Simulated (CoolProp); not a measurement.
Nitrous oxide along the isobar 31400 kPa: Z from the reference equation and from simpler models built on Tc = 309.5 K, pc = 7245 kPa, ω = 0.161; each cubic takes its own stable root.

The numbers come from the reference Helmholtz-energy equation of state, Lemmon 2006 in CoolProp. It is a short technical equation, of lower accuracy than the large ones.

```tsv
T (K)	phase	reference
216.8	liquid	0.6464
222	liquid	0.6386
227.3	liquid	0.6313
232.5	liquid	0.6246
237.7	liquid	0.6186
243	liquid	0.6129
248.2	liquid	0.6079
253.4	liquid	0.6034
258.7	liquid	0.5993
263.9	liquid	0.5958
269.2	liquid	0.5927
274.4	liquid	0.5902
279.6	liquid	0.5881
284.9	liquid	0.5865
290.1	liquid	0.5854
295.3	liquid	0.5848
```

Task: How far does each simpler model (van der Waals, Redlich-Kwong, Peng-Robinson) lie from the reference over these 16 states: mean and median of the absolute difference, and the worst?

Result: 
- van der Waals: mean 46.0 %, median 46.2 %, worst +51.2 % at 216.8 K and 31400 kPa
- Redlich-Kwong: mean 7.6 %, median 7.6 %, worst +7.7 % at 295.3 K and 31400 kPa
- Peng-Robinson: mean 5.1 %, median 5.3 %, worst -5.5 % at 232.5 K and 31400 kPa
